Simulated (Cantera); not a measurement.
Feed: 1 mol SiH₄, 0.33 mol NO, 5.3 mol N₂, 9.3 mol CO₂, held at 1623.15 K and 5.10 mbar.

Equilibrium computed with Cantera from the NASA thermochemical tables; the gas is ideal and each condensed phase is pure. Candidate condensed phases: C, C₆H₆, C₇H₈, C₈H₁₈, H₂O, Si, SiC, SiO₂, Si₂N₂O, Si₃N₄; 151 gas species. The tables hold silica as quartz up to 1696 K and as liquid above; real silica turns to tridymite and cristobalite and melts near 1996 K. Equilibrium is a limit: real reactors are often held back by kinetics, nucleation or transport.

Base state: CO₂ 0.354, N₂ 0.326, CO 0.200, H₂O 0.101, H₂ 0.0184, H 0.000131, OH 3.02e-5 (mole fractions); condensed: SiO₂(β-quartz).

What changes in the equilibrium state with this change: NO from 0.33 to 11 mol?


```
species                before     after
-------------------  --------  --------
N₂                      0.326     0.421
CO₂                     0.354     0.363
O₂                    4.43e-7     0.136
CO                      0.200  0.000371
H₂                     0.0184   2.56e-5
H₂O                     0.101    0.0778
NO                    2.00e-6   0.00126
O                     1.78e-7   9.84e-5
H                    0.000131   4.91e-6
OH                    3.02e-5  0.000624
SiO₂(β-quartz), mol     1.000      1.00
```
